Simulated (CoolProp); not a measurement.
Vapour pressure (MPa) of acetone: the reference equation beside estimates from Tc = 508.1 K, pc = 4.692 MPa, ω = 0.307. Clausius-Clapeyron is anchored at 334 K with a constant enthalpy of vaporisation of 28.81 kJ/mol.

The numbers come from the reference Helmholtz-energy equation of state, Lemmon 2006 in CoolProp. It is a short technical equation, of lower accuracy than the large ones.

```json
[
 {"T (K)": "334", "reference": "0.1190", "Lee-Kesler": "0.1170", "Clausius-Clapeyron": "0.1190", "van der Waals": "0.6772", "Redlich-Kwong": "0.2358", "Soave-Redlich-Kwong": "0.1172", "Peng-Robinson": "0.1180"},
 {"T (K)": "338.8", "reference": "0.1391", "Lee-Kesler": "0.1373", "Clausius-Clapeyron": "0.1378", "van der Waals": "0.7307", "Redlich-Kwong": "0.2685", "Soave-Redlich-Kwong": "0.1374", "Peng-Robinson": "0.1380"},
 {"T (K)": "343.7", "reference": "0.1623", "Lee-Kesler": "0.1608", "Clausius-Clapeyron": "0.1595", "van der Waals": "0.7881", "Redlich-Kwong": "0.3053", "Soave-Redlich-Kwong": "0.1608", "Peng-Robinson": "0.1611"},
 {"T (K)": "348.5", "reference": "0.1878", "Lee-Kesler": "0.1867", "Clausius-Clapeyron": "0.1832", "van der Waals": "0.8471", "Redlich-Kwong": "0.3447", "Soave-Redlich-Kwong": "0.1867", "Peng-Robinson": "0.1867"},
 {"T (K)": "353.3", "reference": "0.2164", "Lee-Kesler": "0.2158", "Clausius-Clapeyron": "0.2097", "van der Waals": "0.9090", "Redlich-Kwong": "0.3877", "Soave-Redlich-Kwong": "0.2157", "Peng-Robinson": "0.2153"},
 {"T (K)": "358.2", "reference": "0.2490", "Lee-Kesler": "0.2489", "Clausius-Clapeyron": "0.2398", "van der Waals": "0.9752", "Redlich-Kwong": "0.4355", "Soave-Redlich-Kwong": "0.2488", "Peng-Robinson": "0.2479"},
 {"T (K)": "363", "reference": "0.2845", "Lee-Kesler": "0.2851", "Clausius-Clapeyron": "0.2726", "van der Waals": "1.043", "Redlich-Kwong": "0.4863", "Soave-Redlich-Kwong": "0.2849", "Peng-Robinson": "0.2834"},
 {"T (K)": "367.9", "reference": "0.3246", "Lee-Kesler": "0.3260", "Clausius-Clapeyron": "0.3095", "van der Waals": "1.115", "Redlich-Kwong": "0.5423", "Soave-Redlich-Kwong": "0.3258", "Peng-Robinson": "0.3237"}
]
```

Absolute difference from the reference over all 8 rows, mean and median: Lee-Kesler 0.7 and 0.5 %, Clausius-Clapeyron 2.6 and 2.8 %, van der Waals 344.1 and 335.6 %, Redlich-Kwong 81.9 and 81.4 %, Soave-Redlich-Kwong 0.6 and 0.5 %, Peng-Robinson 0.6 and 0.5 %.
